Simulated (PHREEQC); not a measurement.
Make-up at 35 °C: 0.0015 mol/kgw CdCl2, 0.0005 mol/kgw KCl and 3.5e-05 mol/kgw H2SO4. Closed to the air; pH follows from the charge balance.

The numbers come from PHREEQC with the ion-association model, wateq4f.dat.

```
quantity                   before    after
------------------------  -------  -------
pH                           4.18     4.19
ionic strength (mol/kgw)  0.00450  0.00448
Cl- (mol/kgw)             0.00321  0.00320
SO4-2 (mol/kgw)           2.88e-5  2.83e-5
HSO4- (mol/kgw)           1.85e-7  2.95e-7
```

What was changed between the two runs?
A. temperature from 35 to 55 °C
B. CdCl2 left out
C. KCl left out
D. 0.00014 mol/kgw Na2CO3 added
E. CdCl2 from 0.0015 to 0.00015 mol/kgw

A, temperature from 35 to 55 °C

Precipitation was switched off in this run. At this temperature some constants are extrapolated from 25 °C, and those without enthalpy data are left unchanged.
